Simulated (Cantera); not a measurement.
Gas-phase reforming

An isothermal, constant-pressure homogeneous reactor starts with CH₄ : CO₂ : H₂ = 1 : 2.1 : 0.11 (molar parts), at 1400 K and 233 Torr.

Detailed kinetics in Cantera: GRI-Mech 3.0 (53 species, 325 reactions).

```json
[
 {"t (s)": "2.00e-5", "x CH₄": "0.312", "x CO₂": "0.654", "x H₂": "0.0343", "x HO₂": "<1e-12", "x C₂H": "<1e-12"},
 {"t (s)": "5.22e-5", "x CH₄": "0.312", "x CO₂": "0.654", "x H₂": "0.0343", "x HO₂": "<1e-12", "x C₂H": "<1e-12"},
 {"t (s)": "0.000136", "x CH₄": "0.312", "x CO₂": "0.654", "x H₂": "0.0343", "x HO₂": "<1e-12", "x C₂H": "<1e-12"},
 {"t (s)": "0.000356", "x CH₄": "0.312", "x CO₂": "0.654", "x H₂": "0.0343", "x HO₂": "<1e-12", "x C₂H": "<1e-12"},
 {"t (s)": "0.000928", "x CH₄": "0.312", "x CO₂": "0.654", "x H₂": "0.0343", "x HO₂": "<1e-12", "x C₂H": "<1e-12"},
 {"t (s)": "0.00242", "x CH₄": "0.311", "x CO₂": "0.654", "x H₂": "0.0343", "x HO₂": "<1e-12", "x C₂H": "<1e-12"},
 {"t (s)": "0.00632", "x CH₄": "0.311", "x CO₂": "0.654", "x H₂": "0.0343", "x HO₂": "<1e-12", "x C₂H": "<1e-12"},
 {"t (s)": "0.0165", "x CH₄": "0.311", "x CO₂": "0.654", "x H₂": "0.0343", "x HO₂": "<1e-12", "x C₂H": "<1e-12"},
 {"t (s)": "0.0431", "x CH₄": "0.311", "x CO₂": "0.654", "x H₂": "0.0345", "x HO₂": "<1e-12", "x C₂H": "<1e-12"},
 {"t (s)": "0.112", "x CH₄": "0.309", "x CO₂": "0.653", "x H₂": "0.0352", "x HO₂": "<1e-12", "x C₂H": "1.64e-12"},
 {"t (s)": "0.294", "x CH₄": "0.304", "x CO₂": "0.649", "x H₂": "0.0379", "x HO₂": "<1e-12", "x C₂H": "1.58e-11"},
 {"t (s)": "0.766", "x CH₄": "0.292", "x CO₂": "0.636", "x H₂": "0.0456", "x HO₂": "<1e-12", "x C₂H": "7.63e-11"},
 {"t (s)": "2.00", "x CH₄": "0.263", "x CO₂": "0.602", "x H₂": "0.0594", "x HO₂": "<1e-12", "x C₂H": "2.25e-10"}
]
```
x: mole fraction; the columns are a selection and need not sum to one.

Equilibrium at this temperature and pressure: CH₄ 1.54e-7, CO₂ 0.0940, H₂ 0.288, HO₂ <1e-12, C₂H <1e-12 (gas phase only).
